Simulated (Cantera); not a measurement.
A Cantera script and what it prints.

```python
import numpy as np
import cantera as ct

gas_names = """
    Electron F F+ F- FO FO2 F2 F2O H H+ H- HF HNO HNO2 HNO3 HOF HO2 H2 H2+ H2- H2F2 H2O H2O+ H2O2 H3F3
    H3O+ H4F4 H5F5 H6F6 H7F7 N N+ N- NF NF2 NF3 NH NH+ NH2 NH3 NH2OH NH4+ NO NO+ NO2 NO2- NO3 NO3- N2
    N2+ N2- N2H2 N2H4 N2O N2O+ O O+ O- OH OH+ OH- O2 O2+ O2- O3
""".split()
cond_names = """
    H2O(s) H2O(L)
""".split()


def load(file, names, dense=False):
    # The tables refer to 1 bar. Condensed volumes are neglected.
    table = {s.name: s for s in ct.Species.list_from_file(file)}
    out = []
    for n in names:
        d = dict(table[n].input_data)
        d["thermo"] = dict(d["thermo"], **{"reference-pressure": 1e5})
        if dense:
            d["equation-of-state"] = {"model": "constant-volume", "density": "1e6 g/cm^3"}
        out.append(ct.Species.from_dict(d))
    return out


gas = ct.Solution(thermo="ideal-gas", species=load("nasa_gas.yaml", gas_names))
cond = {s.name: ct.Solution(thermo="fixed-stoichiometry", species=[s], name=s.name)
        for s in load("nasa_condensed.yaml", cond_names, dense=True)}
atoms = {
    'NF3': {'N': 1, 'F': 3},
    'H2O': {'H': 2, 'O': 1},
    'N2': {'N': 2},
    'H2': {'H': 2},
}
top_T = {}  # K; cautious upper limits of use, not melting points


def equilibrate(T, P, feed):
    n = {}
    for name, mol in feed.items():
        for a, k in atoms[name].items():
            n[a] = n.get(a, 0.0) + k * mol
    gas.TPX = T, P, n
    mass = sum(n.values()) * gas.mean_molecular_weight
    gas.equilibrate("TP")
    valid = [c for c in cond.values() if c.min_temp <= T <= top_T.get(c.name, c.max_temp)]
    mix = ct.Mixture([(gas, mass / gas.mean_molecular_weight)] + [(c, 0.0) for c in valid])
    mix.T, mix.P = T, P
    mix.equilibrate("TP", solver="vcs", rtol=1e-11, max_steps=5000)
    return mix


results = []
feed = {'NF3': 1, 'H2O': 0.12, 'N2': 3.9, 'H2': 3.1}  # mol
P = 100000  # Pa
for T in [3000, 3250, 3500, 3750, 4000, 4250, 4500, 4750, 5000]:
    mix = equilibrate(T, P, feed)
    results.append((T, P, feed, dict(zip(mix.species_names, mix.species_moles))))
    x = sorted(zip(gas.X, gas.species_names), reverse=True)
    print(f"T = {T:g} K  P = {P:g} Pa  gas = {mix.phase_moles(0):.4g} mol")
    print("   x: " + "  ".join(f"{s} {v:.3e}" for v, s in x if v > 1e-06))
    print("   condensed (mol): " + ("  ".join(f"{mix.phase(i).name} {mix.phase_moles(i):.4g}"
          for i in range(1, mix.n_phases) if mix.phase_moles(i) > 1e-12) or "none"))
```

It prints:

```
T = 3000 K  P = 100000 Pa  gas = 9.416 mol
   x: N2 4.672e-01  HF 3.178e-01  H2 1.420e-01  H 5.950e-02  H2O 1.060e-02  OH 1.475e-03  F 8.242e-04  O 3.788e-04  NO 2.683e-04  O2 1.119e-05  N 9.518e-06  NH 1.744e-06
   condensed (mol): none
T = 3250 K  P = 100000 Pa  gas = 9.694 mol
   x: N2 4.535e-01  HF 3.067e-01  H2 1.155e-01  H 1.091e-01  H2O 7.350e-03  OH 2.753e-03  F 2.726e-03  O 1.550e-03  NO 6.485e-04  N 4.157e-05  O2 3.847e-05  NH 4.676e-06
   condensed (mol): none
T = 3500 K  P = 100000 Pa  gas = 10.09 mol
   x: N2 4.357e-01  HF 2.895e-01  H 1.710e-01  H2 8.385e-02  F 7.956e-03  O 3.921e-03  H2O 3.515e-03  OH 3.300e-03  NO 1.035e-03  N 1.462e-04  O2 6.326e-05  NH 1.008e-05
   condensed (mol): none
T = 3750 K  P = 100000 Pa  gas = 10.55 mol
   x: N2 4.162e-01  HF 2.634e-01  H 2.335e-01  H2 5.424e-02  F 2.088e-02  O 6.391e-03  OH 2.599e-03  H2O 1.154e-03  NO 1.125e-03  N 4.333e-04  O2 5.172e-05  NH 1.803e-05
   condensed (mol): none
T = 4000 K  P = 100000 Pa  gas = 11.1 mol
   x: N2 3.955e-01  H 2.893e-01  HF 2.229e-01  F 4.742e-02  H2 3.294e-02  O 7.882e-03  OH 1.597e-03  N 1.116e-03  NO 9.668e-04  H2O 3.112e-04  NH 2.816e-05  O2 2.804e-05  NF 1.125e-06
   condensed (mol): none
T = 4250 K  P = 100000 Pa  gas = 11.75 mol
   x: N2 3.726e-01  H 3.394e-01  HF 1.674e-01  F 8.779e-02  H2 1.998e-02  O 8.453e-03  N 2.557e-03  OH 8.983e-04  NO 7.477e-04  H2O 8.215e-05  NH 4.025e-05  O2 1.298e-05  NF 2.640e-06  NO+ 1.157e-06
   condensed (mol): none
T = 4500 K  P = 100000 Pa  gas = 12.47 mol
   x: H 3.821e-01  N2 3.500e-01  F 1.312e-01  HF 1.094e-01  H2 1.221e-02  O 8.530e-03  N 5.325e-03  NO 5.611e-04  OH 4.983e-04  NH 5.380e-05  H2O 2.273e-05  O2 5.880e-06  NF 4.846e-06  NO+ 2.105e-06  Electron 1.860e-06
   condensed (mol): none
T = 4750 K  P = 100000 Pa  gas = 13.09 mol
   x: H 4.130e-01  N2 3.308e-01  F 1.653e-01  HF 6.388e-02  N 1.028e-02  O 8.447e-03  H2 7.425e-03  NO 4.259e-04  OH 2.804e-04  NH 6.784e-05  NF 7.344e-06  H2O 6.675e-06  NO+ 3.516e-06  Electron 3.384e-06  O2 2.794e-06
   condensed (mol): none
T = 5000 K  P = 100000 Pa  gas = 13.55 mol
   x: H 4.312e-01  N2 3.153e-01  F 1.864e-01  HF 3.503e-02  N 1.862e-02  O 8.354e-03  H2 4.494e-03  NO 3.318e-04  OH 1.622e-04  NH 8.154e-05  NF 9.793e-06  Electron 5.940e-06  NO+ 5.474e-06  H2O 2.093e-06  O2 1.423e-06
   condensed (mol): none
```

Cantera equilibrium calculation (NASA polynomials, part measured and part estimated; ideal gas, pure solids and liquids).
